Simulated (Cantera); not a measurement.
A perfectly stirred reactor is fed with CO : H2 : O2 : N2 = 1 : 0.74 : 0.544 : 2.12 (molar parts), equivalence ratio 1.6, at 1000000 Pa; it is adiabatic with a 623 K inlet, and is followed from long to short residence time, starting on the burning branch (τ in s: 0.035, 0.016, 0.007, 0.0031, 0.0014, 0.00062, 0.00027, 0.00012, 5.4e-05, 2.4e-05, 1.1e-05).

Model: GRI-Mech 3.0 (53 species, 325 reactions), integrated in Cantera. The hydrogen kinetics of GRI-Mech 3.0 are dated; newer H2 mechanisms differ, most at raised pressure.

**Question.** Predict: blow-out, bracketed by the residence times tried; x(CO) at τ = 35.0 ms; x(H2) at τ = 35.0 ms; x(O2) at τ = 35.0 ms; x(N2O) at τ = 35.0 ms; x(HO2) at τ = 35.0 ms; x(CO) at τ = 0.620 ms; x(H2) at τ = 0.620 ms; x(O2) at τ = 0.620 ms; x(N2O) at τ = 0.620 ms; x(HO2) at τ = 0.620 ms.

**Answer.** 
- blow-out, bracketed by the residence times tried: burning at 11.0 µs, the shortest tried
- x(CO) at τ = 35.0 ms: 0.139
- x(H2) at τ = 35.0 ms: 0.0303
- x(O2) at τ = 35.0 ms: 0.000104
- x(N2O) at τ = 35.0 ms: 5.48e-8
- x(HO2) at τ = 35.0 ms: 1.01e-7
- x(CO) at τ = 0.620 ms: 0.140
- x(H2) at τ = 0.620 ms: 0.0305
- x(O2) at τ = 0.620 ms: 0.000844
- x(N2O) at τ = 0.620 ms: 9.17e-8
- x(HO2) at τ = 0.620 ms: 1.07e-6
